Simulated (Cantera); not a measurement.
Standard-state values (1 bar) from the NASA 1993 polynomials, evaluated with Cantera. Values are per mole of reaction as written; species without (g) are pure solids or liquids, kept so even where they would boil at 1 bar.

3 Cu + 2 NF₃(g) ⇌ 3 CuF₂(g) + 2 N(g), with ΔH° = 407.9 kJ and ΔS° = 486.8 J/K at 300 K.

Question: How far is the shortcut ΔG° ≈ ΔH°(300 K) − T·ΔS°(300 K) from the full temperature-dependent value at 575, 775, 975, 1175, 1375, 1575, 1775 K?

Answer: 
```json
[
 {"T (K)": "575", "shortcut (kJ)": "128.0", "full (kJ)": "128.3", "difference (kJ)": "-0.3", "difference in log10 K": "0.03", "condensed phases": "Cu(s)"},
 {"T (K)": "775", "shortcut (kJ)": "30.6", "full (kJ)": "32.4", "difference (kJ)": "-1.8", "difference in log10 K": "0.12", "condensed phases": "Cu(s)"},
 {"T (K)": "975", "shortcut (kJ)": "-66.7", "full (kJ)": "-62.1", "difference (kJ)": "-4.6", "difference in log10 K": "0.25", "condensed phases": "Cu(s)"},
 {"T (K)": "1175", "shortcut (kJ)": "-164.1", "full (kJ)": "-155.3", "difference (kJ)": "-8.8", "difference in log10 K": "0.39", "condensed phases": "Cu(s)"},
 {"T (K)": "1375", "shortcut (kJ)": "-261.5", "full (kJ)": "-246.5", "difference (kJ)": "-14.9", "difference in log10 K": "0.57", "condensed phases": "Cu(l)"},
 {"T (K)": "1575", "shortcut (kJ)": "-358.8", "full (kJ)": "-331.0", "difference (kJ)": "-27.8", "difference in log10 K": "0.92", "condensed phases": "Cu(l)"},
 {"T (K)": "1775", "shortcut (kJ)": "-456.2", "full (kJ)": "-414.2", "difference (kJ)": "-42.0", "difference in log10 K": "1.24", "condensed phases": "Cu(l)"}
]
```
The shortcut ignores heat capacities and the phase changes listed.
